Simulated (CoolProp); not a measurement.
The fluid at 450.18 K and 0.146 MPa expands adiabatically to 0.0203 MPa with isentropic efficiency 0.7. The same conditions are run with several fluids, on thermodynamics alone (safety and materials aside).

Values from CoolProp's reference Helmholtz-energy equation of state of each fluid (cyclohexane: Zhou 2014; R407C: Lemmon 2003; R404A: Lemmon 2003; ethane: Bücker 2006; nitrous oxide: Lemmon 2006). Blends and air are pseudo-pure fits.

```tsv
fluid	work (kJ/kg)	final temperature (K)	final density (kg/m³)
cyclohexane	?	419.2	?
R407C	54.5	?	0.532
R404A	?	404.1	0.590
ethane	152	381.9	0.192
nitrous oxide	?	349.2	?
```

### Question
What belongs in the gaps?

### Answer

- cyclohexane, work (kJ/kg): 57.7
- cyclohexane, final density (kg/m³): 0.492
- R407C, final temperature (K): 395.9
- R404A, work (kJ/kg): 48.9
- nitrous oxide, work (kJ/kg): 97.3
- nitrous oxide, final density (kg/m³): 0.308
